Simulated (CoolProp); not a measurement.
A Linde-Hampson liquefier for normal hydrogen: isothermal reversible compression at 200 K from 1 atm to 25 MPa, throttling to 1 atm, return gas leaving the recuperator 10 K below the feed. Each further row changes one setting.

The numbers come from the reference Helmholtz-energy equation of state, Leachman 2009 in CoolProp.

| case | compression work (kJ/kg of gas) |
|---|---|
| as stated | 4700 |
| high pressure 50 MPa | 5450 |
| warm-end temperature 230 K | 5390 |
| warm-end gap 15 K | 4700 |
